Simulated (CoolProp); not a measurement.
Aqueous potassium formate as a coolant, 29 % by mass, freezing at -20.0 °C, 1 atm.

Values from CoolProp's Melinder's fits for secondary coolants.

```csv
T (°C),cp (kJ/(kg K)),viscosity (mPa s),Prandtl number,conductivity (W/(m K))
-11.3,3.119,___,23.1,0.504
-6.2,3.128,3.16,19.4,0.511
-1.1,3.136,2.71,16.4,0.517
4,3.145,2.35,14.1,___
9.1,3.154,2.07,___,0.530
14.2,3.162,1.84,10.8,___
19.3,___,1.65,9.63,0.542
24.4,3.180,1.49,8.63,0.549
29.5,3.188,1.35,7.78,0.555
34.5,3.197,1.24,7.07,0.561
39.6,___,1.14,6.43,0.567
```

Q: Fill in the missing entries.

A: 
- -11.3, viscosity (mPa s): 3.74
- 4, conductivity (W/(m K)): 0.523
- 9.1, Prandtl number: 12.3
- 14.2, conductivity (W/(m K)): 0.536
- 19.3, cp (kJ/(kg K)): 3.171
- 39.6, cp (kJ/(kg K)): 3.206
